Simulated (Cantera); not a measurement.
**Low-pressure radical oxidation in H2/O2**

An isothermal, constant-pressure homogeneous reactor starts with H2 : O2 : N2 = 0.046 : 1 : 0.68 (molar parts), at 1398 K and 110 Pa.

Detailed kinetics in Cantera: the H2/O2 subset of GRI-Mech 3.0, which has no nitrogen chemistry. Radical loss at walls, strong at low pressure, is not modelled.

```
t (s)         x H2   x O2    x HO2       x H    x H2O2       x O     x H2O
--------  --------  -----  -------  --------  --------  --------  --------
0.000800    0.0267  0.579  2.32e-8   1.31e-8  7.28e-12   1.35e-8   3.39e-9
0.00174     0.0267  0.579  5.02e-8   2.68e-8  3.34e-11   4.93e-8   2.58e-8
0.00376     0.0267  0.579  1.09e-7   9.32e-8  1.49e-10   2.36e-7   2.20e-7
0.00816     0.0266  0.579  2.35e-7   1.07e-6  6.29e-10   3.02e-6   3.86e-6
0.0177      0.0256  0.579  3.06e-7  0.000183   1.63e-9  0.000520  0.000703
0.0384    0.000626  0.556  8.19e-8   0.00311   2.71e-9    0.0195    0.0227
0.0833    0.000406  0.556  7.70e-8   0.00283   2.25e-9    0.0203    0.0232
0.181     0.000404  0.556  7.69e-8   0.00282   2.25e-9    0.0202    0.0232
0.392     0.000401  0.556  7.67e-8   0.00278   2.25e-9    0.0201    0.0233
0.850     0.000395  0.557  7.63e-8   0.00271   2.24e-9    0.0197    0.0233
1.84      0.000381  0.557  7.54e-8   0.00255   2.22e-9    0.0189    0.0235
4.00      0.000352  0.559  7.34e-8   0.00225   2.19e-9    0.0173    0.0237
```
x: mole fraction; the columns are a selection and need not sum to one.

Equilibrium at this temperature and pressure: H2 4.73e-7, O2 0.574, HO2 1.79e-8, H 9.88e-8, H2O2 7.47e-11, O 2.11e-5, H2O 0.0270 (gas phase only).
